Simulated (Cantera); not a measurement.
A perfectly stirred reactor is fed with CH₃OH : O₂ : N₂ = 1 : 1 : 5.2 (molar parts), at 7500 Torr; it is adiabatic with a 500 K inlet, and is followed from long to short residence time, starting on the burning branch (τ in s: 0.17, 0.067, 0.026, 0.01, 0.0041, 0.0016, 0.00063, 0.00025, 9.7e-05, 3.8e-05).

Model: GRI-Mech 3.0 (53 species, 325 reactions), integrated in Cantera. GRI-Mech 3.0 was tuned for natural gas; its chemistry of methanol as a main component is partial and can be far from experiment.

**Question.** What does this change do: N2 5.2 to 4 parts?

**Answer.** 
```csv
quantity,before,after
"blow-out, bracketed by the residence times tried","burning at 97.0 µs, out at 38.0 µs","burning at 38.0 µs, the shortest tried"
x(CH₃OH) at τ = 0.170 s,1.72e-6,7.31e-7
x(O₂) at τ = 0.170 s,3.84e-5,1.91e-5
x(N₂O) at τ = 0.170 s,8.83e-10,1.99e-9
x(HO₂) at τ = 0.170 s,3.26e-8,9.39e-9
x(C₂H₄) at τ = 0.170 s,1.64e-8,2.66e-9
x(CH₃OH) at τ = 1.60 ms,2.31e-5,1.41e-5
x(O₂) at τ = 1.60 ms,0.000503,0.000353
x(N₂O) at τ = 1.60 ms,9.92e-9,1.23e-8
x(HO₂) at τ = 1.60 ms,1.78e-6,8.06e-7
x(C₂H₄) at τ = 1.60 ms,7.04e-8,1.58e-8
```
